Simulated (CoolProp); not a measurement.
Vapour-liquid equilibrium of acetone (1) + n-nonane (2) at 0.426 MPa; x and y are mole fractions of (1).

Computed with CoolProp (multi-fluid Helmholtz-energy mixture model, Lemmon 2006 and Lemmon 2006; pair parameters Bell 2016).

**Question.** Give the bubble temperature and the first vapour's composition at x = 0.45, 0.85, 0.95. Is there an azeotrope?

**Answer.** x = 0.45: 123.9 °C, y = 0.907; x = 0.85: 110.3 °C, y = 0.968; x = 0.95: 107.0 °C, y = 0.988. No azeotrope shows between x = 0.05 and 0.95.

The pair parameters rest on a limited set of measurements; away from them the model extrapolates.
